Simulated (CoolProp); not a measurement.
Saturated liquid density (kg/m³) of R152A: the reference equation beside estimates from Tc = 386.4 K, pc = 45.17 bar, ω = 0.275. Rackett uses Z = 0.29056 − 0.08775 ω.

The numbers come from the reference Helmholtz-energy equation of state, Outcalt 1996 in CoolProp. It is a modified Benedict-Webb-Rubin equation, recast in Helmholtz form.

```json
[
 {"T (K)": "206.3", "reference": "1096", "Rackett": "1010", "van der Waals": "597.0", "Redlich-Kwong": "884.4", "Soave-Redlich-Kwong": "907.9", "Peng-Robinson": "1022"},
 {"T (K)": "215.8", "reference": "1078", "Rackett": "993.3", "van der Waals": "588.1", "Redlich-Kwong": "869.4", "Soave-Redlich-Kwong": "894.8", "Peng-Robinson": "1008"},
 {"T (K)": "225.3", "reference": "1059", "Rackett": "976.5", "van der Waals": "578.9", "Redlich-Kwong": "853.8", "Soave-Redlich-Kwong": "880.9", "Peng-Robinson": "993.5"},
 {"T (K)": "234.8", "reference": "1041", "Rackett": "959.3", "van der Waals": "569.4", "Redlich-Kwong": "837.4", "Soave-Redlich-Kwong": "866.2", "Peng-Robinson": "977.8"},
 {"T (K)": "244.3", "reference": "1021", "Rackett": "941.7", "van der Waals": "559.5", "Redlich-Kwong": "820.3", "Soave-Redlich-Kwong": "850.6", "Peng-Robinson": "961.0"},
 {"T (K)": "253.8", "reference": "1001", "Rackett": "923.6", "van der Waals": "549.2", "Redlich-Kwong": "802.3", "Soave-Redlich-Kwong": "834.1", "Peng-Robinson": "943.0"},
 {"T (K)": "263.3", "reference": "981.0", "Rackett": "904.9", "van der Waals": "538.5", "Redlich-Kwong": "783.4", "Soave-Redlich-Kwong": "816.5", "Peng-Robinson": "923.9"},
 {"T (K)": "272.8", "reference": "959.9", "Rackett": "885.5", "van der Waals": "527.2", "Redlich-Kwong": "763.5", "Soave-Redlich-Kwong": "797.7", "Peng-Robinson": "903.3"},
 {"T (K)": "282.3", "reference": "938.1", "Rackett": "865.4", "van der Waals": "515.5", "Redlich-Kwong": "742.5", "Soave-Redlich-Kwong": "777.6", "Peng-Robinson": "881.2"},
 {"T (K)": "291.8", "reference": "915.3", "Rackett": "844.4", "van der Waals": "503.1", "Redlich-Kwong": "720.3", "Soave-Redlich-Kwong": "756.1", "Peng-Robinson": "857.4"},
 {"T (K)": "301.3", "reference": "891.4", "Rackett": "822.4", "van der Waals": "490.0", "Redlich-Kwong": "696.8", "Soave-Redlich-Kwong": "732.9", "Peng-Robinson": "831.6"},
 {"T (K)": "310.8", "reference": "866.2", "Rackett": "799.3", "van der Waals": "476.1", "Redlich-Kwong": "671.7", "Soave-Redlich-Kwong": "707.9", "Peng-Robinson": "803.4"},
 {"T (K)": "320.3", "reference": "839.2", "Rackett": "774.7", "van der Waals": "461.2", "Redlich-Kwong": "644.9", "Soave-Redlich-Kwong": "680.6", "Peng-Robinson": "772.6"},
 {"T (K)": "329.8", "reference": "810.2", "Rackett": "748.4", "van der Waals": "445.1", "Redlich-Kwong": "616.0", "Soave-Redlich-Kwong": "650.8", "Peng-Robinson": "738.6"},
 {"T (K)": "339.3", "reference": "778.5", "Rackett": "719.7", "van der Waals": "427.6", "Redlich-Kwong": "584.5", "Soave-Redlich-Kwong": "617.8", "Peng-Robinson": "700.7"}
]
```

Absolute difference from the reference over all 15 rows, mean and median: Rackett 7.7 and 7.7 %, van der Waals 45.2 and 45.1 %, Redlich-Kwong 21.1 and 20.5 %, Soave-Redlich-Kwong 17.6 and 17.1 %, Peng-Robinson 6.8 and 6.3 %.
